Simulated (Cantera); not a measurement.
**Equilibrium for silicon etching in halogen gases: Si + NF3 + H2**

Feed: 1 mol Si, 0.59 mol NF3, 2.5 mol H2.

Cantera equilibrium calculation (NASA polynomials, part measured and part estimated; ideal gas, pure solids and liquids). Candidate condensed phases: Si, Si3N4; 37 gas species. Mutual solubility and eutectic melting of coexisting phases are not modelled. The tables' values for SiF2, SiF3 are old estimates. Kinetics and transport are ignored.

**Question.** Map the stable condensed phases over T = 925, 975, 1025, 1075, 1125, 1175, 1225, 1275, 1325, 1375, 1425 K and P in Pa = 1, 6.8, 46, 320, 2200, 15000, 100000.

**Answer.** 
```
T in K \ P in Pa
              1    6.8     46    320   2200  15000 100000
   1425       A      A      B      B      B      B      B
   1375       A      B      B      B      B      B      B
   1325       A      B      B      B      B      B      B
   1275       B      B      B      B      B      B      B
   1225       B      B      B      B      B      B      B
   1175       B      B      B      B      B      B      B
   1125       B      B      B      B      B      B      B
   1075       B      B      B      B      B      B      B
   1025       B      B      B      B      B      B      B
    975       B      B      B      B      B      B      B
    925       B      B      B      B      B      B      B
```
A: Si; B: Si + Si3N4.
